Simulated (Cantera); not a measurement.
What does this Cantera script print?

```python
import numpy as np
import cantera as ct

gas_names = """
    AL ALH ALN ALO ALOH ALO2 ALO2H AL2 AL2O AL2O2 H HALO HNO HNO2 HNO3 HO2 H2 H2O H2O2 N NH NH2 NH3
    NH2OH NO NO2 NO3 N2 N2H2 N2H4 N2O O OH O2 O3
""".split()
cond_names = """
    AL(cr) AL(L) ALN(s) AL2O3(a) AL2O3(L) H2O(s) H2O(L)
""".split()


# ... load() reads the species with a 1 bar reference pressure and builds the phases ...
atoms = {
    'AlN': {'AL': 1, 'N': 1},
    'H2O': {'H': 2, 'O': 1},
    'H2': {'H': 2},
}
top_T = {'ALN(s)': 2750}  # K; cautious upper limits of use, not melting points


# ... equilibrate(T, P, feed) seeds the gas with the atoms and calls Mixture.equilibrate('TP', solver="vcs", rtol=1e-11, max_steps=5000) ...
results = []
feed = {'AlN': 1, 'H2O': 0.21, 'H2': 0.95}  # mol
T = 1923.15  # K
P = 99  # Pa
mix = equilibrate(T, P, feed)
results.append((T, P, feed, dict(zip(mix.species_names, mix.species_moles))))
x = sorted(zip(gas.X, gas.species_names), reverse=True)
print(f"T = {T:g} K  P = {P:g} Pa  gas = {mix.phase_moles(0):.4g} mol")
print("   x: " + "  ".join(f"{s} {v:.3e}" for v, s in x if v > 0.0001))
print("   condensed (mol): " + ("  ".join(f"{mix.phase(i).name} {mix.phase_moles(i):.4g}"
      for i in range(1, mix.n_phases) if mix.phase_moles(i) > 1e-12) or "none"))
```

It prints:

```
T = 1923.15 K  P = 99 Pa  gas = 2.473 mol
   x: H2 4.581e-01  AL 2.329e-01  N2 2.022e-01  AL2O 8.486e-02  H 2.029e-02  ALH 1.652e-03
   condensed (mol): none
```

Cantera equilibrium calculation (NASA polynomials, part measured and part estimated; ideal gas, pure solids and liquids). The tables' values for AlOH are old estimates; treat these amounts as uncertain.
